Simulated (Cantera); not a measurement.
A perfectly stirred reactor is fed with CH4 : CO : O2 : N2 = 1 : 0.77 : 1.99 : 7.47 (molar parts), equivalence ratio 1.2, at 0.987 atm; it is adiabatic with a 750 K inlet, and is followed from long to short residence time, starting on the burning branch (τ in s: 0.024, 0.012, 0.0056, 0.0027, 0.0013, 0.00063, 0.0003, 0.00015, 7e-05, 3.4e-05, 1.6e-05, 7.9e-06, 3.8e-06).

Computed with Cantera and GRI-Mech 3.0 (53 species, 325 reactions).

### Question
Predict: blow-out, bracketed by the residence times tried; x(CH4) at τ = 24.0 ms; x(CO) at τ = 24.0 ms; x(O2) at τ = 24.0 ms; x(CH3) at τ = 24.0 ms; x(HO2) at τ = 24.0 ms; x(CH4) at τ = 0.300 ms; x(CO) at τ = 0.300 ms; x(O2) at τ = 0.300 ms; x(CH3) at τ = 0.300 ms; x(HO2) at τ = 0.300 ms.

### Answer
- blow-out, bracketed by the residence times tried = burning at 34.0 µs, out at 16.0 µs
- x(CH4) at τ = 24.0 ms = 5.28e-6
- x(CO) at τ = 24.0 ms = 0.0624
- x(O2) at τ = 24.0 ms = 0.00315
- x(CH3) at τ = 24.0 ms = 4.12e-6
- x(HO2) at τ = 24.0 ms = 7.25e-7
- x(CH4) at τ = 0.300 ms = 0.000156
- x(CO) at τ = 0.300 ms = 0.0746
- x(O2) at τ = 0.300 ms = 0.0136
- x(CH3) at τ = 0.300 ms = 8.28e-5
- x(HO2) at τ = 0.300 ms = 3.63e-6
